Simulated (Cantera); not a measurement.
## Al + NH3 + CO + O2 (metals in furnace atmospheres)

A closed system holds: 1 mol Al, 20 mol NH3, 17 mol CO, 0.13 mol O2, equilibrated at 0.0130 bar.

Method: chemical equilibrium by Gibbs-energy minimisation in Cantera with the NASA 1993 tables (ideal gas, pure condensed phases). Candidate condensed phases: Al, AlN, Al2O3, C, C6H6, C7H8, C8H18, H2O; 148 gas species. Mutual solubility and eutectic melting of coexisting phases are not modelled. Kinetics and transport are ignored.

From 1025 K to 1550 K the condensed part is Al2O3(s) + C(graphite). From 1625 K to 1850 K the condensed part is AlN(s) + Al2O3(s).

```csv
T (K),x H2,x CO,x N2,x H,x Al,n Al2O3(s),n C(graphite),n AlN(s)
1025,0.538,0.282,0.180,2.80e-8,<1e-12,0.500,1.27,0
1100,0.538,0.282,0.179,1.66e-7,<1e-12,0.500,1.25,0
1175,0.538,0.283,0.179,7.89e-7,<1e-12,0.500,1.24,0
1250,0.538,0.283,0.179,3.11e-6,<1e-12,0.500,1.24,0
1325,0.538,0.283,0.179,1.05e-5,1.12e-12,0.500,1.24,0
1400,0.538,0.283,0.179,3.13e-5,1.33e-10,0.500,1.23,0
1475,0.538,0.283,0.179,8.34e-5,9.67e-9,0.500,1.22,0
1550,0.538,0.283,0.179,0.000203,4.60e-7,0.500,1.21,0
1625,0.530,0.300,0.169,0.000450,5.13e-6,0.0939,0,0.812
1700,0.529,0.300,0.169,0.000940,4.08e-5,0.0918,0,0.813
1775,0.528,0.300,0.169,0.00185,0.000272,0.0891,0,0.797
1850,0.526,0.299,0.170,0.00343,0.00154,0.0760,0,0.676
```
x: gas mole fraction; n: condensed amount in mol.
